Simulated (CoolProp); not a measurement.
Properties of octamethylcyclotetrasiloxane (D4) along the isotherm 620 K.

The numbers come from the reference Helmholtz-energy equation of state, Thol 2015 in CoolProp.

```csv
p (MPa),phase,density (kg/m³),cv (kJ/(kg K)),isothermal compressibility (1/MPa),expansivity (1/kK),fugacity coefficient
0.306,gas,18.87,2.018,3.513,2.102,0.9363
0.612,gas,40.97,2.026,1.926,2.836,0.8742
0.919,gas,(withheld),2.036,1.448,4.028,0.8133
1.22,gas,102.0,2.049,1.283,6.132,0.7548
1.53,supercritical,151.5,2.066,1.304,10.76,(withheld)
1.84,supercritical,(withheld),2.086,1.421,20.80,0.6367
2.14,supercritical,332.9,2.091,0.8776,20.93,0.5822
2.45,supercritical,401.0,2.083,0.3975,13.15,0.5337
2.76,supercritical,439.6,2.077,(withheld),9.078,0.4942
3.06,supercritical,464.4,(withheld),0.1512,7.062,0.4631
3.37,supercritical,483.4,2.069,0.1119,(withheld),0.4366
```

Task: What belongs in the gaps?

Result: 
- 0.919, density (kg/m³): 67.95
- 1.53, fugacity coefficient: 0.6954
- 1.84, density (kg/m³): 232.1
- 2.76, isothermal compressibility (1/MPa): 0.2233
- 3.06, cv (kJ/(kg K)): 2.072
- 3.37, expansivity (1/kK): 5.831
